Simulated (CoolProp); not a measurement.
A simple Rankine cycle with cis-2-butene: condensing at 313.15 K, boiler at 0.92 MPa, turbine inlet 367.7 K, turbine efficiency 0.6, pump efficiency 0.6, no recuperator. Each further row changes one setting.

Computed with CoolProp (reference Helmholtz-energy equation of state, Lemmon 2005). It is a short technical equation, of lower accuracy than the large ones.

```csv
case,thermal efficiency (%),net work (kJ/kg),heat in (kJ/kg),turbine exit temperature (K),volume ratio over the turbine
as stated,5.8,26.1,449,341.0,2.78
turbine inlet 387.7 K,5.8,28.4,488,362.4,2.75
condensing temperature 305.15 K,6.9,?,?,335.7,3.52
boiler pressure 0.644 MPa,3.9,17.9,459,351.7,1.91
turbine efficiency 0.5,?,21.4,449,?,2.81
```

Task: Complete the blanks.

Result: 
- condensing temperature 305.15 K, net work (kJ/kg): 32.3
- condensing temperature 305.15 K, heat in (kJ/kg): 467
- turbine efficiency 0.5, thermal efficiency (%): 4.8
- turbine efficiency 0.5, turbine exit temperature (K): 343.7
